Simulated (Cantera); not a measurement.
A perfectly stirred reactor is fed with 38.5 % C2H4, 61.5 % H2, at 0.940 bar; it is held at 1650 K, and followed from long to short residence time.

Model: GRI-Mech 3.0 (53 species, 325 reactions), integrated in Cantera. GRI-Mech 3.0 was tuned for natural gas; its chemistry of ethylene as a main component is partial and can be far from experiment. GRI-Mech 3.0 stops at C3 and has no aromatics, soot or wall deposition, so with more carbon than oxygen in the feed, carbon stays in small species such as C2H2 where larger ones or solid carbon would form.

x: mole fraction; the columns are a selection and need not sum to one.

| τ (s) | x C2H4 | x H2 | x C2H2 | x C2H6 | x H | x CH4 |
|---|---|---|---|---|---|---|
| 0.35 | 0.0129 | 0.687 | 0.259 | 1.98e-5 | 8.07e-5 | 0.0409 |
| 0.15 | 0.0142 | 0.693 | 0.260 | 1.83e-5 | 8.34e-5 | 0.0320 |
| 0.060 | 0.0173 | 0.701 | 0.261 | 1.86e-5 | 8.66e-5 | 0.0212 |
| 0.025 | 0.0240 | 0.705 | 0.257 | 2.37e-5 | 8.71e-5 | 0.0135 |
| 0.010 | 0.0409 | 0.704 | 0.246 | 3.81e-5 | 8.32e-5 | 0.00895 |
| 0.0043 | 0.0754 | 0.696 | 0.222 | 6.61e-5 | 7.71e-5 | 0.00650 |
| 0.0018 | ___ | 0.680 | ___ | ___ | ___ | ___ |
| 0.00074 | ___ | 0.656 | ___ | 0.000156 | ___ | ___ |
| 0.00031 | 0.309 | 0.635 | 0.0539 | 0.000155 | 4.90e-5 | 0.000961 |

Question: Some entries are withheld; supply them.

Answer: 
- 0.0018, x C2H4: 0.140
- 0.0018, x C2H2: 0.176
- 0.0018, x C2H6: 0.000112
- 0.0018, x H: 7.00e-5
- 0.0018, x CH4: 0.00443
- 0.00074, x C2H4: 0.229
- 0.00074, x C2H2: 0.111
- 0.00074, x H: 6.13e-5
- 0.00074, x CH4: 0.00244
